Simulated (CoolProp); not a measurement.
Values from CoolProp's reference Helmholtz-energy equation of state, Lemmon 2003. It is a pseudo-pure fit of the blend.

Question: For R407C, give the phase and the cp (kJ/(kg K)), speed of sound (m/s) at 51.75 °C and 0.0262 MPa; 183.95 °C and 0.249 MPa.

Answer: 
- 51.75 °C and 0.0262 MPa: gas; cp 0.867, speed of sound 187
- 183.95 °C and 0.249 MPa: gas; cp 1.07, speed of sound 219
